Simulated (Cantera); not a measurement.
An isothermal, constant-pressure homogeneous reactor starts with C2H6 : N2 = 1 : 150 (molar parts), at 1450 K and 15.8 Torr. Integrator tolerance rtol = 1e-08.

Model: GRI-Mech 3.0 (53 species, 325 reactions), integrated in Cantera. GRI-Mech 3.0 stops at C3 and has no aromatics, soot or wall deposition, so with more carbon than oxygen in the feed, carbon stays in small species such as C2H2 where larger ones or solid carbon would form. Radical loss at walls, strong at low pressure, is not modelled.

```
quantity                                             before                                     after
-----------------  ----------------------------------------  ----------------------------------------
x(C2H6) at 50.0 s    4.45e-8 (gas-phase equilibrium <1e-12)    1.60e-8 (gas-phase equilibrium <1e-12)
x(CH4) at 50.0 s   0.000611 (gas-phase equilibrium 1.17e-6)  0.000513 (gas-phase equilibrium 7.25e-8)
x(C2H) at 50.0 s   4.16e-9 (gas-phase equilibrium 5.02e-10)   1.24e-8 (gas-phase equilibrium 2.02e-9)
x(H2) at 50.0 s       0.0122 (gas-phase equilibrium 0.0131)     0.0123 (gas-phase equilibrium 0.0131)
x(HCN) at 50.0 s     3.58e-6 (gas-phase equilibrium 0.0118)    9.04e-6 (gas-phase equilibrium 0.0118)
```

Question: Which change was made?
(A) N2 150 to 88 parts
(B) temperature 1450 to 1000 K
(C) pressure from 15.8 Torr to 0.975 Torr
(D) temperature 1450 to 1848 K

Answer: C, pressure from 15.8 Torr to 0.975 Torr
